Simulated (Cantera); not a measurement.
**Ignition delay**

Mixture: CH4 : O2 : N2 = 1 : 1.82 : 10.4 (molar parts), at 1.48 atm, adiabatic and at constant pressure. Ignition delay is the time to a rise of 400 K.

Model: GRI-Mech 3.0 (53 species, 325 reactions), integrated in Cantera.

| T0 (K) | delay (ms) |
|---|---|
| 1050 | 481 |
| 1125 | 150 |
| 1200 | 50.6 |
| 1275 | 18.4 |
| 1350 | 7.16 |
| 1425 | 2.95 |
| 1500 | 1.29 |

The apparent activation energy between 1350 and 1500 K is 190 kJ/mol.
